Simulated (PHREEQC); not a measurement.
Solution (25 °C): 7.2 mmol/kgw NaHSO4 and 2.7 mmol/kgw Na2SO4. It is in equilibrium with CO2 at log p = -2 (atm). Otherwise closed; pH follows from the charge balance.

All values are PHREEQC results (ion-association model, phreeqc.dat), not measurements.

Each row changes one thing in this solution. No solid was allowed to form.

| case | pH | ionic strength (mol/kgw) | SO4-2 (mol/kgw) | HSO4- (mol/kgw) | NaSO4- (mol/kgw) | HCO3- (mol/kgw) |
|---|---|---|---|---|---|---|
| as made | 2.35 | 0.0250 | 0.00753 | 0.00211 | 0.000257 | 3.90e-8 |
| NaHSO4 left out | 4.94 | 0.00801 | 0.00265 | 2.23e-6 | 4.91e-5 | 1.46e-5 |
| Na2SO4 from 0.0027 to 0.0054 mol/kgw | 2.38 | 0.0321 | 0.00973 | 0.00242 | 0.000444 | 4.26e-8 |
| diluted 100-fold with water | 4.14 | 0.000298 | 9.83e-5 | 6.49e-7 | 5.73e-8 | 2.14e-6 |
| temperature from 25 to 90 °C | 2.61 | 0.0205 | 0.00528 | 0.00438 | 0.000245 | ___ |
| temperature from 25 to 60 °C | 2.46 | ___ | 0.00640 | 0.00324 | 0.000262 | 2.81e-8 |
| NaHSO4 from 0.0072 to 0.0144 mol/kgw | 2.10 | 0.0398 | ___ | 0.00519 | 0.000538 | 2.26e-8 |
| Na2SO4 replaced by NaCl at the same molality | 2.31 | 0.0206 | 0.00536 | 0.00169 | 0.000151 | 3.54e-8 |

**Question.** Fill in the missing entries.

**Answer.** 
- temperature from 25 to 90 °C, HCO3- (mol/kgw): 2.25e-8
- temperature from 25 to 60 °C, ionic strength (mol/kgw): 0.0227
- NaHSO4 from 0.0072 to 0.0144 mol/kgw, SO4-2 (mol/kgw): 0.0114

Species that the database lacks are ignored. Constants without temperature data keep their 25 °C values here.
